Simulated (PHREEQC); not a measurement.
0.073 g of hydrous ferric oxide (600 m²/g; 0.2 weak and 0.005 strong sites per Fe, Dzombak-Morel constants, diffuse double layer) in 1 kg of water with 0.01 mol/kgw of an inert sodium salt and 4.6e-05 mol/kgw CuSO4, at 25 °C; the pH is set by adding NaOH or the inert anion's acid. O2 is buffered at 0.21 atm. CO2 from the air is kept out. Precipitation was switched off in this run.

Base run: PHREEQC, ion-association model, wateq4f.dat. Each further column changes one thing. The table gives Cu sorbed (%).

| pH | base | no electrostatic term (-no_edl) | background salt from 0.01 to 0.001 mol/kgw | oxide from 0.073 to 0.36 g/kgw | 8.5e-05 mol/kgw MgCl2 added |
|---|---|---|---|---|---|
| 3 | 0.0 | 0.0 | 0.0 | 0.1 | 0.0 |
| 4.33 | 3.3 | [?] | 3.5 | [?] | 3.3 |
| 5 | 16.6 | 24.2 | 17.7 | 50.9 | 16.6 |
| 6.33 | 91.9 | 98.6 | [?] | 99.3 | 91.8 |
| 7.67 | 97.4 | 99.7 | 97.1 | 99.9 | 97.4 |
| 9 | 96.4 | 92.4 | 96.6 | 99.9 | 84.9 |
| 9.67 | 95.8 | [?] | 96.3 | 99.9 | 50.3 |
| 11 | 91.5 | [?] | 94.5 | 99.7 | [?] |

Problem. Complete the blanks.

Solution. 
- 4.33, no electrostatic term (-no_edl): 4.1
- 4.33, oxide from 0.073 to 0.36 g/kgw: 11.8
- 6.33, background salt from 0.01 to 0.001 mol/kgw: 92.6
- 9.67, no electrostatic term (-no_edl): 52.0
- 11, no electrostatic term (-no_edl): 1.4
- 11, 8.5e-05 mol/kgw MgCl2 added: 6.9

The database's constant for dissolved Cu(OH)2 is higher than later reviews accept. The oxide is taken as insoluble; below pH 4 it would dissolve. In at least one series the solution becomes supersaturated in solids that the run did not let form, among them Cu(OH)2.
